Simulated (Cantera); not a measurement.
Mixture: 20.9 % H2, 16.1 % O2, 60.5 % N2, 2.51 % NO, at 15800 Torr, adiabatic and at constant pressure. Ignition delay is the time to a rise of 400 K.

Detailed kinetics in Cantera: GRI-Mech 3.0 (53 species, 325 reactions). The hydrogen kinetics of GRI-Mech 3.0 are dated; newer H2 mechanisms differ, most at raised pressure. The pressure lies above the range GRI-Mech 3.0 was tuned for (to about 10 atm). The mechanism lacks 2 NO + O2 → 2 NO2 and HONO, so NO2 and the effect of NO are under-described below about 1400 K. Below about 950 K walls govern HO2 and H2O2 in real vessels.

Predict: delay at 948 K; delay at 1048 K; delay at 1148 K; delay at 1248 K; delay at 1348 K; delay at 1448 K; apparent activation energy between 1248 and 1448 K.


- delay at 948 K: 0.110 ms
- delay at 1048 K: 26.0 µs
- delay at 1148 K: 8.92 µs
- delay at 1248 K: 3.76 µs
- delay at 1348 K: 1.84 µs
- delay at 1448 K: 1.05 µs
- apparent activation energy between 1248 and 1448 K: 96 kJ/mol
